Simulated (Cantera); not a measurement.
Feed: 1 mol Al, 0.37 mol NH₃, 160 mol H₂, held at 700 °C and 1.00 mbar.

Equilibrium computed with Cantera from the NASA thermochemical tables; the gas is ideal and each condensed phase is pure. Candidate condensed phases: Al, AlN; 13 gas species. Rates play no part.

Problem. What is the equilibrium state?

Solution. 
```json
{
 "x(H₂)": "1.00",
 "n(Al(l))": "0.630 mol",
 "n(AlN(s))": "0.370 mol",
 "gas_amount": "160.6 mol"
}
```
